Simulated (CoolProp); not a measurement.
A simple Rankine cycle with n-nonane: condensing at 331.15 K, boiler at 0.035 MPa, turbine inlet 537.9 K, turbine efficiency 0.6, pump efficiency 0.7, no recuperator. Each further row changes one setting.

Computed with CoolProp (reference Helmholtz-energy equation of state, Lemmon 2006). It is a short technical equation, of lower accuracy than the large ones.

```json
[
 {"case": "as stated", "thermal efficiency (%)": "?", "net work (kJ/kg)": "?", "heat in (kJ/kg)": "805", "turbine exit temperature (K)": "519.9", "volume ratio over the turbine": "9.43"},
 {"case": "turbine inlet 557.9 K", "thermal efficiency (%)": "?", "net work (kJ/kg)": "47.7", "heat in (kJ/kg)": "859", "turbine exit temperature (K)": "539.8", "volume ratio over the turbine": "9.43"},
 {"case": "condensing temperature 323.15 K", "thermal efficiency (%)": "6.5", "net work (kJ/kg)": "53.8", "heat in (kJ/kg)": "824", "turbine exit temperature (K)": "516.9", "volume ratio over the turbine": "?"},
 {"case": "boiler pressure 0.0245 MPa", "thermal efficiency (%)": "4.8", "net work (kJ/kg)": "39.0", "heat in (kJ/kg)": "?", "turbine exit temperature (K)": "522.8", "volume ratio over the turbine": "6.62"},
 {"case": "turbine efficiency 0.5", "thermal efficiency (%)": "4.8", "net work (kJ/kg)": "?", "heat in (kJ/kg)": "805", "turbine exit temperature (K)": "522.9", "volume ratio over the turbine": "?"}
]
```

Q: Some entries are withheld; supply them.

A: 
- as stated, thermal efficiency (%): 5.7
- as stated, net work (kJ/kg): 46.0
- turbine inlet 557.9 K, thermal efficiency (%): 5.6
- condensing temperature 323.15 K, volume ratio over the turbine: 14.0
- boiler pressure 0.0245 MPa, heat in (kJ/kg): 806
- turbine efficiency 0.5, net work (kJ/kg): 38.3
- turbine efficiency 0.5, volume ratio over the turbine: 9.49
